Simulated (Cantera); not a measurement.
Charge: 1 mol LiCl, 24 mol H2, equilibrated at 1400 °C and 133 Pa.

Method: chemical equilibrium by Gibbs-energy minimisation in Cantera with the NASA 1993 tables (ideal gas, pure condensed phases). Candidate condensed phases: Li, LiCl, LiH; 11 gas species. Rates play no part.

Base state: H2 0.956, LiCl 0.0385, H 0.00305, Li 0.00141, HCl 0.00141 (mole fractions); condensed: gas only.

### Question
What changes in the equilibrium state with this change: LiCl replaced by PbF2?

### Answer
```csv
species,before,after
H2,0.956,0.882
HF,0,0.0768
Pb,0,0.0384
LiCl,0.0385,0
Li,0.00141,0
HCl,0.00141,0
```
Further candidate phases: Pb, PbF2.
